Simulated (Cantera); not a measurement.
Gas mixture: NH3 : H2 : C2H2 = 0.89 : 0.64 : 0.99 (molar parts), at 0.000360 bar, frozen composition.

Cantera's kinetic-theory transport with the Lennard-Jones parameters of GRI-Mech 3.0, ideal gas; thermal conductivity in the multicomponent form. Polar gases are described roughly by these parameters. The composition is frozen, though it would react at the higher temperatures.

One state of this run: ρ (kg/m³) = 0.000104; cp (J/kg/K) = 2894; μ (µPa s) = 22.6; λ (mW/m/K) = 114; Pr = 0.576; D (cm²/s) CO2 = 2360; D (cm²/s) O = 4530; D (cm²/s) NH3 = 3370. D: mixture-averaged diffusion coefficient of that species in the mixture.

### Question
Which value of T (K) does it belong to?
(A) 550
(B) 700
(C) 400
(D) 1000

### Answer
B, 700
